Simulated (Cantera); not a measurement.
An isothermal, constant-pressure homogeneous reactor starts with 43.5 % NO, 56.5 % N₂, at 1750 K and 4900 Pa.

Cantera simulation using GRI-Mech 3.0 (53 species, 325 reactions); the numbers are that mechanism's predictions, not measurements. Radical loss at walls, strong at low pressure, is not modelled.

Q: Predict: x(NO) at 9.00 s; x(O) at 9.00 s; x(N₂O) at 9.00 s; x(NO₂) at 9.00 s; x(O₂) at 9.00 s.

A: 
```json
{
 "x(NO) at 9.00 s": "0.407 (gas-phase equilibrium 0.00353)",
 "x(O) at 9.00 s": "4.99e-5 (gas-phase equilibrium 0.000158)",
 "x(N₂O) at 9.00 s": "6.00e-5 (gas-phase equilibrium 4.51e-8)",
 "x(NO₂) at 9.00 s": "6.71e-5 (gas-phase equilibrium 2.21e-6)",
 "x(O₂) at 9.00 s": "0.0138 (gas-phase equilibrium 0.216)"
}
```
